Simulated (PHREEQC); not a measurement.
Solution (25 °C): 0.016 mol/kgw HF, 0.0017 mol/kgw H2SiF6, 0.047 mol/kgw H3PO4 and 0.0022 mol/kgw H2SO4. Closed to the air; pH follows from the charge balance.

Model: ion-association model, wateq4f.dat, run in PHREEQC.

No solid was allowed to form.

Question: What pH, ionic strength does the model give?

Answer: pH 1.73; ionic strength 0.0239 mol/kgw.

Question: In which forms is P present?

Answer: H3PO4 70 %, H2PO4- 30 % of the P.

H3PO4, which wateq4f.dat lacks, is added to it with the constant of phreeqc.dat. SiF6-2 is the database's only silicon fluoride.
